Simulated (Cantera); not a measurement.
Feed: 1 mol Si2Cl6, 90 mol N2, held at 1550 °C and 0.0100 bar.

These are equilibrium values from Cantera (NASA tables, ideal gas, pure condensed phases), not measurements of a reactor. Candidate condensed phases: Si, Si3N4; 13 gas species. The feed counts by its element totals alone. The tables' values for SiCl3 are old estimates; treat these amounts as uncertain. Kinetics and transport are ignored.

Base state: N2 0.963, SiCl2 0.0167, Cl 0.0155, SiCl3 0.00356, SiCl4 0.00117, Cl2 1.93e-5 (mole fractions); condensed: gas only.

What changes in the equilibrium state with this change: temperature from 1550 °C to 575 °C?


```
species         before    after
-------------  -------  -------
N2               0.963    0.984
SiCl4          0.00117   0.0165
SiCl3          0.00356  7.86e-7
SiCl2           0.0167  2.70e-9
Cl              0.0155    <1e-9
Cl2            1.93e-5    <1e-9
Si3N4(s), mol        0    0.167
```
N2 is the only nitrogen source here; it is nearly inert below about 1500 K, so the nitride shown seldom forms there in practice.
